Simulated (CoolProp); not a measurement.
Vapour-liquid equilibrium of R22 (1) + R114 (2) at 878 kPa; x and y are mole fractions of (1).

Computed with CoolProp (multi-fluid Helmholtz-energy mixture model, Kamei 1995 and Platzer 1990; pair parameters Bell 2016). This equation is an older, rougher fit; its heat capacities, sound speeds and derivatives of the liquid may be far off and weren't checked against measurements.

```json
[
 {"x": "0.05", "bubble temperature, mixture model (K)": "342.6", "bubble temperature, Raoult's law (K)": "344.4", "y, mixture model": "0.177", "y, Raoult's law": "0.175"},
 {"x": "0.2", "bubble temperature, mixture model (K)": "325.7", "bubble temperature, Raoult's law (K)": "329.8", "y, mixture model": "0.501", "y, Raoult's law": "0.514"},
 {"x": "0.35", "bubble temperature, mixture model (K)": "315.4", "bubble temperature, Raoult's law (K)": "319.1", "y, mixture model": "0.667", "y, Raoult's law": "0.704"},
 {"x": "0.5", "bubble temperature, mixture model (K)": "308.2", "bubble temperature, Raoult's law (K)": "310.6", "y, mixture model": "0.772", "y, Raoult's law": "0.821"},
 {"x": "0.65", "bubble temperature, mixture model (K)": "302.5", "bubble temperature, Raoult's law (K)": "303.8", "y, mixture model": "0.852", "y, Raoult's law": "0.898"},
 {"x": "0.8", "bubble temperature, mixture model (K)": "297.6", "bubble temperature, Raoult's law (K)": "298.1", "y, mixture model": "0.920", "y, Raoult's law": "0.951"},
 {"x": "0.95", "bubble temperature, mixture model (K)": "293.2", "bubble temperature, Raoult's law (K)": "293.3", "y, mixture model": "0.981", "y, Raoult's law": "0.990"}
]
```

The largest gap from Raoult's law is -4.1 K in bubble temperature, at x = 0.2. No azeotrope shows between x = 0.05 and 0.95.

The pair parameters rest on a limited set of measurements; away from them the model extrapolates.
